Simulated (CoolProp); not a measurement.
Vapour-liquid equilibrium of isopentane (1) + R365MFC (2) at -12.65 °C; x and y are mole fractions of (1).

Values from CoolProp's multi-fluid Helmholtz-energy mixture model, Lemmon 2006 and Lemmon 2016; pair parameters Bell 2016.

```json
[
 {"x": "0.05", "bubble pressure (bar)": "0.1377", "y at the bubble point": "0.344", "dew pressure at overall composition x (bar)": "0.09902", "liquid density (mol/L)": "8.992"},
 {"x": "0.15", "bubble pressure (bar)": "0.1924", "y at the bubble point": "0.565", "dew pressure at overall composition x (bar)": "0.1096", "liquid density (mol/L)": "8.956"},
 {"x": "0.25", "bubble pressure (bar)": "0.2192", "y at the bubble point": "0.640", "dew pressure at overall composition x (bar)": "0.1225", "liquid density (mol/L)": "8.926"},
 {"x": "0.35", "bubble pressure (bar)": "0.2305", "y at the bubble point": "0.671", "dew pressure at overall composition x (bar)": "0.1388", "liquid density (mol/L)": "8.904"},
 {"x": "0.45", "bubble pressure (bar)": "0.2343", "y at the bubble point": "0.683", "dew pressure at overall composition x (bar)": "0.1599", "liquid density (mol/L)": "8.891"},
 {"x": "0.55", "bubble pressure (bar)": "0.2354", "y at the bubble point": "0.688", "dew pressure at overall composition x (bar)": "0.1875", "liquid density (mol/L)": "8.889"},
 {"x": "0.65", "bubble pressure (bar)": "0.2358", "y at the bubble point": "0.693", "dew pressure at overall composition x (bar)": "0.2229", "liquid density (mol/L)": "8.899"},
 {"x": "0.75", "bubble pressure (bar)": "0.2357", "y at the bubble point": "0.708", "dew pressure at overall composition x (bar)": "0.2316", "liquid density (mol/L)": "8.921"},
 {"x": "0.85", "bubble pressure (bar)": "0.2317", "y at the bubble point": "0.749", "dew pressure at overall composition x (bar)": "0.2166", "liquid density (mol/L)": "8.957"},
 {"x": "0.95", "bubble pressure (bar)": "0.2142", "y at the bubble point": "0.865", "dew pressure at overall composition x (bar)": "0.2011", "liquid density (mol/L)": "9.005"}
]
```

y crosses x between x = 0.65 and 0.75: the model has an azeotrope there.

Pair parameters are fitted to limited data, so mixtures are less certain than the pure fluids. With so large a gap from Raoult's law the liquid may split in two, which this calculation doesn't test in full.
